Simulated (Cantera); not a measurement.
Equilibrium for chlorosilane synthesis and conversion: Si + HCl + H2 + Cl2

Input: 1 mol Si, 3.4 mol HCl, 0.87 mol H2, 0.8 mol Cl2, held at 550000 Pa.

Equilibrium computed with Cantera from the NASA thermochemical tables; the gas is ideal and each condensed phase is pure. Candidate condensed phases: Si; 19 gas species. The tables' values for SiCl3 are old estimates; treat these amounts as uncertain. Kinetics and transport are ignored.

```csv
T (K),x H2,x HCl,x SiCl4,x SiHCl3,x SiCl3,x SiCl2
575,0.509,0.246,0.246,7.56e-6,5.62e-12,<1e-12
725,0.508,0.246,0.246,0.000157,1.22e-8,<1e-12
875,0.507,0.247,0.245,0.00110,1.82e-6,7.83e-10
1025,0.504,0.250,0.241,0.00419,5.98e-5,3.10e-7
1175,0.497,0.257,0.234,0.0107,0.000758,2.40e-5
1325,0.483,0.272,0.219,0.0200,0.00491,0.000598
1475,0.457,0.301,0.190,0.0273,0.0182,0.00596
```
x: gas mole fraction; nothing condenses.

From 575 K to 1475 K nothing is condensed. The main Si-bearing gas is SiCl4 throughout.
